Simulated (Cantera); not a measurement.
What does this Cantera script print?

```python
import numpy as np
import cantera as ct

gas_names = [...]  # 123 gases of nasa_gas.yaml made of C, H, O, Si
cond_names = """
    C(gr) C6H6(L) C7H8(L) C8H18(L),n-octa H2O(s) H2O(L) Si(cr) Si(L) SiC(b) SiO2(Lqz) SiO2(hqz) SiO2(L)
""".split()


# ... load() reads the species with a 1 bar reference pressure and builds the phases ...
atoms = {
    'SiC': {'Si': 1, 'C': 1},
    'H2O': {'H': 2, 'O': 1},
    'H2': {'H': 2},
}
top_T = {'C(gr)': 4500, 'SiC(b)': 3050}  # K; cautious upper limits of use, not melting points


# ... equilibrate(T, P, feed) seeds the gas with the atoms and calls Mixture.equilibrate('TP', solver="vcs", rtol=1e-11, max_steps=5000) ...
results = []
feed = {'SiC': 1, 'H2O': 1.1, 'H2': 240}  # mol
P = 13332.2  # Pa
for T in [1873, 1923, 1973, 2023, 2073, 2123, 2173, 2223]:
    mix = equilibrate(T, P, feed)
    results.append((T, P, feed, dict(zip(mix.species_names, mix.species_moles))))
    x = sorted(zip(gas.X, gas.species_names), reverse=True)
    print(f"T = {T:g} K  P = {P:g} Pa  gas = {mix.phase_moles(0):.4g} mol")
    print("   x: " + "  ".join(f"{s} {v:.3e}" for v, s in x if v > 0.001))
    print("   condensed (mol): " + ("  ".join(f"{mix.phase(i).name} {mix.phase_moles(i):.4g}"
          for i in range(1, mix.n_phases) if mix.phase_moles(i) > 1e-12) or "none"))
```

Result:

```
T = 1873 K  P = 13332.2 Pa  gas = 242.4 mol
   x: H2 9.936e-01  CO 2.291e-03  SiO 2.246e-03  H 1.762e-03
   condensed (mol): SiC(b) 0.4419
T = 1923 K  P = 13332.2 Pa  gas = 242.5 mol
   x: H2 9.928e-01  H 2.571e-03  CO 2.314e-03  SiO 2.221e-03
   condensed (mol): SiC(b) 0.4351
T = 1973 K  P = 13332.2 Pa  gas = 242.7 mol
   x: H2 9.916e-01  H 3.680e-03  CO 2.358e-03  SiO 2.174e-03
   condensed (mol): SiC(b) 0.4225
T = 2023 K  P = 13332.2 Pa  gas = 242.9 mol
   x: H2 9.899e-01  H 5.175e-03  CO 2.437e-03  SiO 2.092e-03
   condensed (mol): SiC(b) 0.4
T = 2073 K  P = 13332.2 Pa  gas = 243.2 mol
   x: H2 9.876e-01  H 7.158e-03  CO 2.567e-03  SiO 1.956e-03
   condensed (mol): SiC(b) 0.3615
T = 2123 K  P = 13332.2 Pa  gas = 243.6 mol
   x: H2 9.846e-01  H 9.750e-03  CO 2.767e-03  SiO 1.748e-03
   condensed (mol): SiC(b) 0.3
T = 2173 K  P = 13332.2 Pa  gas = 244.1 mol
   x: H2 9.806e-01  H 1.309e-02  CO 3.042e-03  SiO 1.464e-03  Si 1.253e-03
   condensed (mol): SiC(b) 0.2082
T = 2223 K  P = 13332.2 Pa  gas = 244.9 mol
   x: H2 9.755e-01  H 1.733e-02  CO 3.367e-03  Si 1.885e-03  SiO 1.126e-03
   condensed (mol): SiC(b) 0.07841
```

Equilibrium computed with Cantera from the NASA thermochemical tables; the gas is ideal and each condensed phase is pure. Gases not in the tables: Si2H6 and higher silanes.
